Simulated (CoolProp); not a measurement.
Properties of fluoroethane (R161) along the isobar 5 MPa.

Values from CoolProp's reference Helmholtz-energy equation of state, Wu 2012.

```tsv
T (K)	phase	density (kg/m³)	fugacity coefficient
149.7	liquid	933.7	2.960e-5
163.1	liquid	916.7	0.0001457
176.6	liquid	(withheld)	0.0005457
190.1	liquid	(withheld)	0.001641
203.6	liquid	865.4	0.004153
217	liquid	848.2	0.009112
230.5	liquid	830.3	0.01799
244	liquid	(withheld)	0.03241
257.4	liquid	792.4	0.05389
270.9	liquid	771.5	0.08434
```

**Question.** Complete the blanks.

**Answer.** 
- 176.6, density (kg/m³): 899.6
- 190.1, density (kg/m³): 882.6
- 244, density (kg/m³): 811.8
